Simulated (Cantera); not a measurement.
Input: 1 mol HMDSO, 4.9 mol O2, 68 mol H2, 0.11 mol N2O, held at 775 K and 11.0 Pa.

These are equilibrium values from Cantera (NASA tables, ideal gas, pure condensed phases), not measurements of a reactor. Candidate condensed phases: C, C6H6, C7H8, C8H18, H2O, Si, SiC, SiO2, Si2N2O, Si3N4; 151 gas species. The feed counts by its element totals alone. Rates play no part.

Base state: H2 0.919, CO 0.0692, H2O 0.00794, CO2 0.00302, N2 0.00132 (mole fractions); condensed: SiO2(α-quartz).

Problem. What changes in the equilibrium state with this change: H2 from 68 to 9 mol?

Solution. 
```csv
species,before,after
H2,0.919,0.732
CO,0.0692,0.226
CO2,0.00302,0.0230
H2O,0.00794,0.0148
N2,0.00132,0.00456
"SiO2(α-quartz), mol",2.00,2.00
```

Problem. What changes in the equilibrium state with this change: temperature from 775 K to 525 K?

Solution. 
| species | before | after |
|---|---|---|
| H2 | 0.919 | 0.836 |
| H2O | 0.00794 | 0.0798 |
| CH4 | 7.54e-6 | 0.0747 |
| CO | 0.0692 | 0.000893 |
| CO2 | 0.00302 | 0.00742 |
| N2 | 0.00132 | 0.00152 |
| SiO2(α-quartz), mol | 2.00 | 2.00 |

Problem. What changes in the equilibrium state with this change: temperature from 775 K to 2023 K?

Solution. 
| species | before | after |
|---|---|---|
| H2 | 0.919 | 0.727 |
| H | <1e-9 | 0.154 |
| CO | 0.0692 | 0.0645 |
| H2O | 0.00794 | 0.0302 |
| SiO | <1e-9 | 0.0217 |
| OH | <1e-9 | 0.000668 |
| O | <1e-9 | 0.000103 |
| CO2 | 0.00302 | 0.000574 |
| SiO2(α-quartz), mol | 2.00 | 0 |
